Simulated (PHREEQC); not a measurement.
A solution holds 0.092 mol/kgw H3PO4 and 0.00018 mol/kgw HF, at 81 °C. Closed to the air; pH follows from the charge balance.

Computed with PHREEQC (ion-association model, wateq4f.dat).

```json
{
  "pH": "1.77",
  "ionic_strength": "0.0193 mol/kgw",
  "total_alkalinity": "-92.2 meq/kg"
}
```

```tsv
species	molality	activity	log γ
H3PO4	0.0727	0.0730	0.002
H+	0.0193	0.0170	-0.056
H2PO4-	0.0193	0.0167	-0.063
HF	0.000177	0.000178	0.002
F-	2.71e-6	2.31e-6	-0.068
HPO4-2	1.44e-7	7.95e-8	-0.258
H2F2	9.00e-9	9.03e-9	0.002
HF2-	2.06e-9	1.76e-9	-0.068
```

This is a speciation only: nothing precipitates in the calculation. H3PO4, which wateq4f.dat lacks, is added to it with the constant of phreeqc.dat. At this temperature some constants are extrapolated from 25 °C, and those without enthalpy data are left unchanged.
